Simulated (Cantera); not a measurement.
Feed: 1 mol Si3N4, 0.08 mol O2, 21 mol H2, equilibrated at 0.00173 Torr.

Method: chemical equilibrium by Gibbs-energy minimisation in Cantera with the NASA 1993 tables (ideal gas, pure condensed phases). Candidate condensed phases: H2O, Si, SiO2, Si2N2O, Si3N4; 35 gas species. Equilibrium is a limit: real reactors are often held back by kinetics, nucleation or transport.

### Question
Which condensed phases are stable at each of these points (T (K)): 1600, 1650, 1700, 1750, 1800, 1850, 1900, 1950, 2000, 2050?

### Answer
```csv
T (K),condensed phases,Si condensed (%)
1600,Si(s),59.5
1650,gas only,0.0
1700,gas only,0.0
1750,gas only,0.0
1800,gas only,0.0
1850,gas only,0.0
1900,gas only,0.0
1950,gas only,0.0
2000,gas only,0.0
2050,gas only,0.0
```

At 1600 K the condensed part is Si(s). From 1650 K to 2050 K nothing is condensed.
